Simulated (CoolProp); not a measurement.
The numbers come from the reference Helmholtz-energy equation of state, Smukala 2000 in CoolProp.

**Question.** For ethylene, give the phase and the Z, cv (kJ/(kg K)), isothermal compressibility (1/MPa) at 309.1 K and 9 bar.

**Answer.** 
- 309.1 K and 9 bar: gas; Z 0.953, cv 1.29, isothermal compressibility 1.17
